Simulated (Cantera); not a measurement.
An isothermal, constant-pressure homogeneous reactor starts with CH₄ : CO₂ = 1 : 4.2 (molar parts), at 1375 K and 5.00 bar. Integrator tolerance rtol = 1e-08.

Computed with Cantera and GRI-Mech 3.0 (53 species, 325 reactions).

### Question
What does this change do: temperature 1375 to 1223 K?

### Answer
| quantity | before | after |
|---|---|---|
| x(CH₄) at 1.00 s | 0.153 (gas-phase equilibrium 2.54e-6) | 0.192 (gas-phase equilibrium 4.78e-5) |
| x(CO₂) at 1.00 s | 0.758 (gas-phase equilibrium 0.285) | 0.808 (gas-phase equilibrium 0.302) |
| x(OH) at 1.00 s | 3.23e-9 (gas-phase equilibrium 1.29e-8) | 1.00e-12 (gas-phase equilibrium 4.71e-10) |
| x(C₂H₆) at 1.00 s | 0.000255 (gas-phase equilibrium <1e-12) | 0.000125 (gas-phase equilibrium 1.49e-11) |
| x(H₂O₂) at 1.00 s | <1e-12 (gas-phase equilibrium <1e-12) | <1e-12 (gas-phase equilibrium <1e-12) |
| x(CH₂) at 1.00 s | 4.13e-11 (gas-phase equilibrium <1e-12) | <1e-12 (gas-phase equilibrium <1e-12) |
| x(C₂H₂) at 1.00 s | 0.0133 (gas-phase equilibrium 1.14e-11) | 5.39e-6 (gas-phase equilibrium 3.33e-11) |
